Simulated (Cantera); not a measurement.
Feed: 1 mol Al, 2.2 mol HCl, held at 550 °C and 7.50 Torr.

Cantera equilibrium calculation (NASA polynomials, part measured and part estimated; ideal gas, pure solids and liquids). The tables' values for AlCl2 are old estimates; treat these amounts as uncertain. Kinetics and transport are ignored.

```
species      before    after
----------  -------  -------
H2            0.601    0.585
AlCl3         0.393    0.375
AlCl        0.00254   0.0365
Al2Cl6      0.00312  5.13e-5
AlCl2       0.00105  0.00389
HCl         8.06e-6  1.53e-5
Al(s), mol    0.263    0.218
```
Gas species are given as mole fractions.

Q: Which change was made?
A. HCl from 2.2 to 7.1 mol
B. pressure from 7.50 Torr to 0.135 Torr
C. temperature from 550 °C to 575 °C
D. pressure from 7.50 Torr to 1.00 Torr

A: B, pressure from 7.50 Torr to 0.135 Torr
